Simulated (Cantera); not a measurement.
Mixture: CH₄ : CO : O₂ : N₂ = 1 : 0.16 : 2.14 : 8.06 (molar parts), equivalence ratio 0.97, at 1.01 bar, adiabatic and at constant volume. Ignition delay is the time to a rise of 400 K.

Cantera simulation using GRI-Mech 3.0 (53 species, 325 reactions); the numbers are that mechanism's predictions, not measurements.

**Question.** What does this change do: CO 0.16 to 0.42 parts?

**Answer.** 
```csv
quantity,before,after
delay at 1175 K,68.8 ms,79.9 ms
delay at 1225 K,32.7 ms,37.1 ms
delay at 1275 K,16.2 ms,17.9 ms
delay at 1325 K,8.32 ms,9.04 ms
delay at 1375 K,4.45 ms,4.74 ms
delay at 1425 K,2.47 ms,2.60 ms
delay at 1475 K,1.43 ms,1.49 ms
apparent activation energy between 1375 and 1475 K,190 kJ/mol,200 kJ/mol
```

**Question.** What does this change do: constant pressure in place of constant volume?

**Answer.** 
```tsv
quantity	before	after
delay at 1175 K	68.8 ms	72.1 ms
delay at 1225 K	32.7 ms	34.4 ms
delay at 1275 K	16.2 ms	17.1 ms
delay at 1325 K	8.32 ms	8.79 ms
delay at 1375 K	4.45 ms	4.70 ms
delay at 1425 K	2.47 ms	2.61 ms
delay at 1475 K	1.43 ms	1.51 ms
apparent activation energy between 1375 and 1475 K	190 kJ/mol	190 kJ/mol
```

**Question.** What does this change do: 0.71 parts H2O added?

**Answer.** 
```
quantity                                                before       after
--------------------------------------------------  ----------  ----------
delay at 1175 K                                        68.8 ms     77.9 ms
delay at 1225 K                                        32.7 ms     37.6 ms
delay at 1275 K                                        16.2 ms     18.8 ms
delay at 1325 K                                        8.32 ms     9.72 ms
delay at 1375 K                                        4.45 ms     5.19 ms
delay at 1425 K                                        2.47 ms     2.86 ms
delay at 1475 K                                        1.43 ms     1.63 ms
apparent activation energy between 1375 and 1475 K  190 kJ/mol  190 kJ/mol
```
